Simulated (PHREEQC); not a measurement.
Dissolve 0.041 mol/kgw ZnCl2, 0.1 mol/kgw KCl, 0.11 mol/kgw MnSO4 and 0.0017 mol/kgw ZnI2 at 25 °C. Closed to the air; pH follows from the charge balance.

Model: ion-association model, wateq4f.dat, run in PHREEQC.

No solid was allowed to form.

Problem. Order these S species by the share of S that they hold, largest first: Zn(SO4)2-2, MnSO4, KSO4-, ZnSO4, SO4-2.

Solution. SO4-2 (45 %), MnSO4 (28 %), ZnSO4 (12 %), Zn(SO4)2-2 (8.3 %), KSO4- (6.1 %)

The pH is 5.51 and the ionic strength 0.430 mol/kgw.
